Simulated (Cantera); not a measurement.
**Stirred combustor or abatement burner**

A perfectly stirred reactor is fed with CH4 : O2 : N2 : H2O = 1 : 3.85 : 14.5 : 0.92 (molar parts), equivalence ratio 0.52, at 0.450 bar; it is adiabatic with a 775 K inlet, and is followed from long to short residence time, starting on the burning branch (τ in s: 0.13, 0.039, 0.012, 0.0035, 0.001, 0.00031, 9.3e-05, 2.8e-05, 8.3e-06).

Cantera simulation using GRI-Mech 3.0 (53 species, 325 reactions); the numbers are that mechanism's predictions, not measurements.

```tsv
τ (s)	T (K)	x CH4	x O2	x H2O	x CO2	x CH2CO	x C2H6
0.13	1832	8.23e-6	0.0909	0.143	0.0489	2.97e-10	3.60e-11
0.039	1821	1.78e-5	0.0908	0.142	0.0483	9.82e-10	1.05e-10
0.012	1800	3.80e-5	0.0909	0.140	0.0473	2.85e-9	2.79e-10
0.0035	1760	8.80e-5	0.0915	0.138	0.0451	8.83e-9	8.85e-10
0.0010	1694	0.000237	0.0935	0.135	0.0408	3.48e-8	4.39e-9
0.00031	1598	0.000823	0.0992	0.131	0.0317	2.35e-7	5.24e-8
9.3e-5	775	0.0493	0.190	0.0454	<1e-12	<1e-12	<1e-12
2.8e-5	775	0.0493	0.190	0.0454	<1e-12	<1e-12	<1e-12
8.3e-6	775	0.0493	0.190	0.0454	<1e-12	<1e-12	<1e-12
```
x: mole fraction; the columns are a selection and need not sum to one.
